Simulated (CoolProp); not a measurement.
Vapour-liquid equilibrium of R114 (1) + R113 (2) at 309.7 K; x and y are mole fractions of (1).

The numbers come from the multi-fluid Helmholtz-energy mixture model, Platzer 1990 and Marx 1992; pair parameters Bell 2016 in CoolProp. This equation is an older, rougher fit; its heat capacities, sound speeds and derivatives of the liquid may be far off and weren't checked against measurements.

```
x     bubble pressure (MPa)  y at the bubble point  dew pressure at overall composition x (MPa)  liquid density (mol/L)
----  ---------------------  ---------------------  -------------------------------------------  ----------------------
0.05                0.08066                  0.180                                      0.07206                   8.203
0.2                     ___                  0.511                                      0.08215                   8.231
0.35                 0.1511                  0.691                                          ___                     ___
0.5                  0.1866                  0.803                                          ___                   8.275
0.65                 0.2221                  0.881                                          ___                   8.290
0.8                     ___                    ___                                       0.1854                   8.299
0.95                 0.2937                  0.986                                          ___                   8.300
```

Problem. Complete the blanks.

Solution. 
- 0.2, bubble pressure (MPa): 0.1157
- 0.35, dew pressure at overall composition x (MPa): 0.09550
- 0.35, liquid density (mol/L): 8.255
- 0.5, dew pressure at overall composition x (MPa): 0.1140
- 0.65, dew pressure at overall composition x (MPa): 0.1413
- 0.8, bubble pressure (MPa): 0.2576
- 0.8, y at the bubble point: 0.939
- 0.95, dew pressure at overall composition x (MPa): 0.2652

No azeotrope shows between x = 0.05 and 0.95.

Pair parameters are fitted to limited data, so mixtures are less certain than the pure fluids.
